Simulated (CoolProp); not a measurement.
The fluid at 415.22 K and 3.69 MPa flows at 4.6 m/s in a round tube of 1 mm bore and 1.5 µm roughness, fully developed (64/Re and Nu = 3.66 if laminar; Colebrook and Gnielinski if turbulent). The same conditions are run with several fluids, on thermodynamics alone (safety and materials aside).

The numbers come from the reference Helmholtz-energy equation of state of each fluid (sulfur hexafluoride: Guder 2009; R404A: Lemmon 2003; carbon dioxide: Span 1996; R13: Platzer 1990; oxygen: Schmidt 1985) in CoolProp. The equations of Platzer and Polt are older, rougher fits. Blends and air are pseudo-pure fits.

Rank sulfur hexafluoride, R404A, carbon dioxide, R13, oxygen by Reynolds number, highest first.

sulfur hexafluoride (36300), R404A (30900), R13 (27400), carbon dioxide (11000), oxygen (5770)

```json
[
 {"fluid": "sulfur hexafluoride", "Darcy friction factor": "0.0264", "pressure drop (Pa/m)": "50200", "heat-transfer coefficient (W/(m² K))": "2610", "mass flow (kg/h)": "2.34"},
 {"fluid": "R404A", "Darcy friction factor": "0.0270", "pressure drop (Pa/m)": "37000", "heat-transfer coefficient (W/(m² K))": "2560", "mass flow (kg/h)": "1.69"},
 {"fluid": "carbon dioxide", "Darcy friction factor": "0.0324", "pressure drop (Pa/m)": "17100", "heat-transfer coefficient (W/(m² K))": "1000", "mass flow (kg/h)": "0.649"},
 {"fluid": "R13", "Darcy friction factor": "0.0274", "pressure drop (Pa/m)": "36200", "heat-transfer coefficient (W/(m² K))": "1830", "mass flow (kg/h)": "1.62"},
 {"fluid": "oxygen", "Darcy friction factor": "0.0376", "pressure drop (Pa/m)": "13600", "heat-transfer coefficient (W/(m² K))": "711", "mass flow (kg/h)": "0.444"}
]
```

Above 300 K oxygen's equation is extrapolated.

Transport values come from each fluid's own correlations; those of R13 are estimates that may be off by 10 % or more.
